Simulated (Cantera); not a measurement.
An isothermal, constant-pressure homogeneous reactor starts with C₂H₆ : N₂ = 1 : 42 (molar parts), at 1825 K and 0.0132 atm. Integrator tolerance rtol = 1e-08.

Detailed kinetics in Cantera: GRI-Mech 3.0 (53 species, 325 reactions). GRI-Mech 3.0 stops at C3 and has no aromatics, soot or wall deposition, so with more carbon than oxygen in the feed, carbon stays in small species such as C2H2 where larger ones or solid carbon would form. Radical loss at walls, strong at low pressure, is not modelled.

Q: What does this change do: C2H6 1 to 0.13 parts?

A: 
```csv
quantity,before,after
x(C₂H₆) at 9.00 s,<1e-12 (gas-phase equilibrium <1e-12),<1e-12 (gas-phase equilibrium <1e-12)
x(HCN) at 9.00 s,0.000152 (gas-phase equilibrium 0.0368),0.000163 (gas-phase equilibrium 0.00595)
x(C₂H₂) at 9.00 s,0.0221 (gas-phase equilibrium 0.00380),0.00298 (gas-phase equilibrium 9.17e-5)
x(H) at 9.00 s,0.000783 (gas-phase equilibrium 0.000806),0.000222 (gas-phase equilibrium 0.000297)
x(CH₄) at 9.00 s,9.11e-7 (gas-phase equilibrium 3.65e-7),3.42e-8 (gas-phase equilibrium 2.84e-9)
x(C₂H) at 9.00 s,3.82e-6 (gas-phase equilibrium 6.75e-7),1.07e-6 (gas-phase equilibrium 4.42e-8)
```
